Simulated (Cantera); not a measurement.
## Hydrocarbon pyrolysis for carbon deposition

An isothermal, constant-pressure homogeneous reactor starts with C2H6 : N2 = 1 : 17 (molar parts), at 1925 K and 72.8 Torr.

Computed with Cantera and GRI-Mech 3.0 (53 species, 325 reactions). GRI-Mech 3.0 stops at C3 and has no aromatics, soot or wall deposition, so with more carbon than oxygen in the feed, carbon stays in small species such as C2H2 where larger ones or solid carbon would form.

```tsv
t (s)	x C2H6	x CH3	x H2	x HCN	x C2H2	x C2H4	x C2H
0.000300	2.34e-5	0.00324	0.0782	4.36e-5	0.0404	0.00312	9.59e-6
0.000862	6.17e-6	0.00154	0.0852	4.88e-5	0.0447	0.000534	5.91e-6
0.00248	2.17e-6	0.000871	0.0891	5.26e-5	0.0463	0.000152	4.39e-6
0.00711	8.46e-7	0.000542	0.0929	5.75e-5	0.0476	5.97e-5	4.29e-6
0.0204	2.08e-7	0.000276	0.0966	6.77e-5	0.0489	1.77e-5	5.05e-6
0.0587	2.34e-8	9.64e-5	0.0986	8.69e-5	0.0496	6.36e-6	6.14e-6
0.169	1.76e-9	2.70e-5	0.0992	0.000113	0.0498	5.08e-6	6.84e-6
0.485	1.40e-10	7.43e-6	0.0994	0.000136	0.0499	4.99e-6	6.99e-6
1.39	2.48e-11	2.57e-6	0.0994	0.000156	0.0499	4.98e-6	7.00e-6
4.00	1.90e-11	2.03e-6	0.0994	0.000183	0.0499	4.98e-6	7.00e-6
```
x: mole fraction; the columns are a selection and need not sum to one.

Equilibrium at this temperature and pressure: C2H6 9.68e-12, CH3 1.72e-6, H2 0.0995, HCN 0.0713, C2H2 0.0143, C2H4 1.43e-6, C2H 2.01e-6 (gas phase only).
